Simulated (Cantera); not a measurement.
A diamond (100) surface in a fixed gas of H2 with x(CH4) = 0.0027, x(CH3) = 0.00034, at 1300 K, 0.0247 atm; coverages are run to steady state.

Model: the Harris–Goodwin 1993 mechanism for the reconstructed diamond (100) surface, integrated in Cantera.

θ: site fractions in the mechanism's names (c6HH fully hydrogenated, c6H* and c6*H radical sites, c6** diradical, c6HM methylated).

```
x(H)     growth (µm/h)  θ c6HH  θ c6H*  θ c6*H   θ c6**    θ c6HM
-------  -------------  ------  ------  ------  -------  --------
0.0001               ?   0.661  0.0285   0.305  0.00400  0.000151
0.0002               ?   0.562  0.0365   0.390  0.00880  0.000202
0.00038              ?   0.491  0.0419   0.448   0.0155  0.000250
0.00075              ?   0.440  0.0455   0.486   0.0240  0.000301
0.0015               ?   0.410  0.0475   0.507   0.0323  0.000347
0.0029               ?   0.393  0.0484   0.517   0.0385  0.000379
0.0056               ?   0.385  0.0489   0.522   0.0426  0.000396
0.011                ?   0.380  0.0492   0.525   0.0451  0.000396
0.021                ?   0.377  0.0493   0.526   0.0465  0.000380
```

Fill in the missing entries.


- 0.0001, growth (µm/h): 0.0286
- 0.0002, growth (µm/h): 0.101
- 0.00038, growth (µm/h): 0.251
- 0.00075, growth (µm/h): 0.505
- 0.0015, growth (µm/h): 0.822
- 0.0029, growth (µm/h): 1.14
- 0.0056, growth (µm/h): 1.47
- 0.011, growth (µm/h): 1.92
- 0.021, growth (µm/h): 2.58
